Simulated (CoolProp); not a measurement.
Vapour-liquid equilibrium of fluoroethane (R161) (1) + R227EA (2) at 1.19 MPa; x and y are mole fractions of (1).

Model: multi-fluid Helmholtz-energy mixture model, Wu 2012 and Lemmon 2016; pair parameters Bell 2016, in CoolProp.

### Question
Give the bubble temperature and the first vapour's composition at x = 0.05, 0.75, 0.95. Is there an azeotrope?

### Answer
x = 0.05: 333.5 K, y = 0.054; x = 0.75: 315.2 K, y = 0.855; x = 0.95: 309.1 K, y = 0.976. No azeotrope shows between x = 0.05 and 0.95.

The pair parameters rest on a limited set of measurements; away from them the model extrapolates.
